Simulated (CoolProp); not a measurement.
Propylene glycol at several states: density (kg/m³) from the reference equation and from simpler models built on Tc = 674.0 K, pc = 7292 kPa, ω = 0.327; each cubic takes its own stable root.

Computed with CoolProp (reference Helmholtz-energy equation of state, Eisenbach 2021).

```tsv
T (K)	p (kPa)	phase	reference	Soave-Redlich-Kwong	Peng-Robinson
229.1	338	liquid	1084	[?]	[?]
276.9	9550	liquid	[?]	1036	[?]
228.6	2800	liquid	[?]	1061	1188
```

Problem. What belongs in the gaps?

Solution. 
- 229.1, Soave-Redlich-Kwong: 1060
- 229.1, Peng-Robinson: 1187
- 276.9, reference: 1053
- 276.9, Peng-Robinson: 1161
- 228.6, reference: 1086
